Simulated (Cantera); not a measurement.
What does this Cantera script print?

```python
import numpy as np
import cantera as ct

gas_names = [...]  # 77 gases of nasa_gas.yaml made of C, H, Ti
cond_names = """
    C(gr) C6H6(L) C7H8(L) C8H18(L),n-octa Ti(a) Ti(b) Ti(L) TiC(s) TiC(L)
""".split()


# ... load() reads the species with a 1 bar reference pressure and builds the phases ...
atoms = {
    'Ti': {'Ti': 1},
    'CH4': {'C': 1, 'H': 4},
}
top_T = {'C(gr)': 4500}  # K; cautious upper limits of use, not melting points


# ... equilibrate(T, P, feed) seeds the gas with the atoms and calls Mixture.equilibrate('TP', solver="vcs", rtol=1e-11, max_steps=5000) ...
results = []
feed = {'Ti': 1, 'CH4': 0.21}  # mol
P = 85  # Pa
for T in [1225, 1275, 1325, 1375, 1425, 1475, 1525, 1575, 1625, 1675, 1725, 1775, 1825, 1875]:
    mix = equilibrate(T, P, feed)
    results.append((T, P, feed, dict(zip(mix.species_names, mix.species_moles))))

top = {s: max(r[3][s] / sum(r[3][g] for g in gas_names) for r in results) for s in gas_names}
cols = sorted((s for s in top if top[s] > 1e-06), key=lambda s: -top[s])[:5]
seen = [c for c in cond_names if any(r[3].get(c, 0) > 1e-12 for r in results)]
print("log10 of partial pressures in bar; condensed amounts in mol")
print(f"{'T/K':>10s}" + "".join(f"{s[:9]:>10s}" for s in cols + seen))
for T, P, feed, n in results:
    ng = sum(n[g] for g in gas_names)
    print(f"{T:10.4g}" + "".join(f"{np.log10(max(n[s] / ng * P / 1e5, 1e-99)):10.3f}" for s in cols)
          + "".join(f"{n.get(c, 0):10.4g}" for c in seen))
```

It prints:

```
log10 of partial pressures in bar; condensed amounts in mol
       T/K        H2         H        Ti     Ti(b)    TiC(s)
      1225    -3.071    -8.042   -12.571      0.79      0.21
      1275    -3.071    -7.668   -11.799      0.79      0.21
      1325    -3.071    -7.322   -11.086      0.79      0.21
      1375    -3.071    -7.000   -10.425      0.79      0.21
      1425    -3.071    -6.701    -9.811      0.79      0.21
      1475    -3.071    -6.422    -9.239      0.79      0.21
      1525    -3.071    -6.162    -8.706      0.79      0.21
      1575    -3.071    -5.917    -8.206      0.79      0.21
      1625    -3.072    -5.687    -7.739      0.79      0.21
      1675    -3.072    -5.471    -7.299      0.79      0.21
      1725    -3.073    -5.268    -6.886    0.7899      0.21
      1775    -3.075    -5.076    -6.497    0.7898      0.21
      1825    -3.078    -4.895    -6.129    0.7896      0.21
      1875    -3.081    -4.724    -5.782    0.7892      0.21
```

These are equilibrium values from Cantera (NASA tables, ideal gas, pure condensed phases), not measurements of a reactor. Mutual solubility and eutectic melting of coexisting phases are not modelled. TiC: taken at fixed stoichiometry. Condensed phases not in the tables: N, O or C dissolved in the metal.
